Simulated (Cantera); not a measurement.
An adiabatic, constant-pressure homogeneous reactor starts with 10.3 % H2, 8.16 % O2, 81.6 % N2, at 1450 K and 2550 Torr.

Cantera simulation using GRI-Mech 3.0 (53 species, 325 reactions); the numbers are that mechanism's predictions, not measurements. The hydrogen kinetics of GRI-Mech 3.0 are dated; newer H2 mechanisms differ, most at raised pressure.

One state of this run: T (K) = 2090; x H2 = 0.00361; x O2 = 0.0310; x O = 0.00256; x NO2 = 3.77e-8; x HO2 = 9.03e-6; x OH = 0.00643. x: mole fraction; the columns are a selection and need not sum to one.

Task: Which value of t (s) does it belong to?
(A) 0.00100
(B) 5.64e-6
(C) 4.48e-5
(D) 1.59e-5

Result: C, 4.48e-5
